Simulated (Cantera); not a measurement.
A closed system holds: 1 mol SiHCl3, 0.038 mol CH4, 270 mol H2, equilibrated at 1200 Pa.

Equilibrium computed with Cantera from the NASA thermochemical tables; the gas is ideal and each condensed phase is pure. Candidate condensed phases: C, C6H6, C7H8, C8H18, Si, SiC; 109 gas species. Mutual solubility and eutectic melting of coexisting phases are not modelled. Rates play no part. All values below are at 1448 K.

Base state: H2 0.989, HCl 0.0104, SiCl2 0.000334, H 8.37e-5 (mole fractions); condensed: Si(s) + SiC(s).

Task: What changes in the equilibrium state with this change: H2 from 270 to 5.9 mol?

Result: 
| species | before | after |
|---|---|---|
| H2 | 0.989 | 0.740 |
| HCl | 0.0104 | 0.153 |
| SiCl2 | 0.000334 | 0.0979 |
| SiCl4 | 1.98e-8 | 0.00170 |
| SiCl3 | 1.34e-6 | 0.00674 |
| SiHCl3 | 1.62e-7 | 0.000703 |
| Si(s), mol | 0.870 | 0.113 |
| SiC(s), mol | 0.0379 | 0.0380 |
The tables' values for SiCl3 are old estimates; treat these amounts as uncertain.

Task: What changes in the equilibrium state with this change: SiHCl3 replaced by CH3SiCl3?

Result: 
| species | before | after |
|---|---|---|
| H2 | 0.989 | 0.989 |
| HCl | 0.0104 | 0.0110 |
| H | 8.37e-5 | 8.37e-5 |
| SiCl2 | 0.000334 | 2.22e-6 |
| CH4 | 2.31e-7 | 3.92e-5 |
| Si(s), mol | 0.870 | 0 |
| SiC(s), mol | 0.0379 | 0.999 |
| C(graphite), mol | 0 | 0.0253 |
The feed counts by its element totals alone.
